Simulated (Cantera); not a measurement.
Si2Cl6 + N2 (silicon nitride deposition)

Input: 1 mol Si2Cl6, 30 mol N2, equilibrated at 1325 K.

Equilibrium computed with Cantera from the NASA thermochemical tables; the gas is ideal and each condensed phase is pure. Candidate condensed phases: Si, Si3N4; 13 gas species. The feed counts by its element totals alone. N2 is the only nitrogen source here; it is nearly inert below about 1500 K, so the nitride shown seldom forms there in practice. The tables' values for SiCl3 are old estimates; treat these amounts as uncertain. Rates play no part.

From 5.00 Pa to 59.0 Pa nothing is condensed. From 210 Pa to 100000 Pa the condensed part is Si3N4(s). The main Si-bearing gas is SiCl2 at 5.00 Pa and SiCl4 at 100000 Pa.

```json
[
 {"P (Pa)": "5", "x N2": "0.936", "x SiCl4": "0.0251", "x SiCl2": "0.0263", "x SiCl3": "0.0110", "x Cl": "0.00128", "n Si3N4(s)": "0"},
 {"P (Pa)": "17", "x N2": "0.937", "x SiCl4": "0.0255", "x SiCl2": "0.0259", "x SiCl3": "0.0110", "x Cl": "0.000383", "n Si3N4(s)": "0"},
 {"P (Pa)": "59", "x N2": "0.937", "x SiCl4": "0.0257", "x SiCl2": "0.0258", "x SiCl3": "0.0110", "x Cl": "0.000111", "n Si3N4(s)": "0"},
 {"P (Pa)": "210", "x N2": "0.939", "x SiCl4": "0.0277", "x SiCl2": "0.0225", "x SiCl3": "0.0107", "x Cl": "3.46e-5", "n Si3N4(s)": "0.0184"},
 {"P (Pa)": "710", "x N2": "0.946", "x SiCl4": "0.0369", "x SiCl2": "0.00940", "x SiCl3": "0.00799", "x Cl": "1.83e-5", "n Si3N4(s)": "0.0963"},
 {"P (Pa)": "2400", "x N2": "0.949", "x SiCl4": "0.0421", "x SiCl2": "0.00363", "x SiCl3": "0.00531", "x Cl": "9.29e-6", "n Si3N4(s)": "0.134"},
 {"P (Pa)": "8400", "x N2": "0.951", "x SiCl4": "0.0449", "x SiCl2": "0.00132", "x SiCl3": "0.00330", "x Cl": "4.55e-6", "n Si3N4(s)": "0.151"},
 {"P (Pa)": "29000", "x N2": "0.951", "x SiCl4": "0.0463", "x SiCl2": "0.000478", "x SiCl3": "0.00202", "x Cl": "2.23e-6", "n Si3N4(s)": "0.159"},
 {"P (Pa)": "100000", "x N2": "0.952", "x SiCl4": "0.0471", "x SiCl2": "0.000172", "x SiCl3": "0.00122", "x Cl": "1.09e-6", "n Si3N4(s)": "0.163"}
]
```
x: gas mole fraction; n: condensed amount in mol.
